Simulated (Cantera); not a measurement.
A perfectly stirred reactor is fed with CH₄ : CO : O₂ : N₂ = 1 : 0.97 : 2.96 : 11.1 (molar parts), equivalence ratio 0.84, at 10.0 bar; it is adiabatic with a 523 K inlet, and is followed from long to short residence time, starting on the burning branch (τ in s: 0.084, 0.025, 0.0074, 0.0022, 0.00065, 0.00019, 5.6e-05, 1.7e-05, 4.9e-06).

Model: GRI-Mech 3.0 (53 species, 325 reactions), integrated in Cantera.

Q: What does this change do: pressure from 10.0 bar to 1.00 bar?

A: 
```tsv
quantity	before	after
blow-out, bracketed by the residence times tried	burning at 17.0 µs, out at 4.90 µs	burning at 56.0 µs, out at 17.0 µs
x(CH₄) at τ = 84.0 ms	4.58e-7	2.22e-6
x(CO) at τ = 84.0 ms	0.00248	0.00682
x(O₂) at τ = 84.0 ms	0.0293	0.0320
x(NO₂) at τ = 84.0 ms	5.01e-6	8.53e-7
x(C₂H₄) at τ = 84.0 ms	4.01e-12	4.97e-11
x(CH₄) at τ = 0.650 ms	3.67e-5	9.61e-5
x(CO) at τ = 0.650 ms	0.00705	0.0285
x(O₂) at τ = 0.650 ms	0.0333	0.0439
x(NO₂) at τ = 0.650 ms	4.87e-7	1.59e-8
x(C₂H₄) at τ = 0.650 ms	1.76e-8	1.57e-8
```

Q: What does this change do: 1.3 parts H2 added?

A: 
```tsv
quantity	before	after
blow-out, bracketed by the residence times tried	burning at 17.0 µs, out at 4.90 µs	burning at 17.0 µs, out at 4.90 µs
x(CH₄) at τ = 84.0 ms	4.58e-7	3.55e-7
x(CO) at τ = 84.0 ms	0.00248	0.0221
x(O₂) at τ = 84.0 ms	0.0293	0.00216
x(NO₂) at τ = 84.0 ms	5.01e-6	5.75e-7
x(C₂H₄) at τ = 84.0 ms	4.01e-12	3.04e-12
x(CH₄) at τ = 0.650 ms	3.67e-5	2.47e-5
x(CO) at τ = 0.650 ms	0.00705	0.0262
x(O₂) at τ = 0.650 ms	0.0333	0.00542
x(NO₂) at τ = 0.650 ms	4.87e-7	3.15e-7
x(C₂H₄) at τ = 0.650 ms	1.76e-8	1.14e-8
```
